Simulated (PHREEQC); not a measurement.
Make-up at 89 °C and 500 atm: 0.022 mol HF, 0.0018 mol NH4F, 0.125 mol (NH4)2SiF6 and 0.027 mol H3PO4 per kg of water. Closed to the air; pH follows from the charge balance.

Equilibrium calculation in PHREEQC: ion-association model, phreeqc.dat.

Precipitation was switched off in this run.

Predict the pH.

pH 2.11.

In which forms is P present?

H3PO4 51 %, H2PO4- 49 % of the P.

The solution is supersaturated, for example in Quartz (slow to form), Chalcedony (slow to form), so a real one may precipitate; this is no full list. Complexes and solids missing from the database can't appear. Under pressure, the constants of complexes without a molar volume in the database are unreliable. Constants without temperature data keep their 25 °C values here. SiF6-2 is the database's only silicon fluoride.
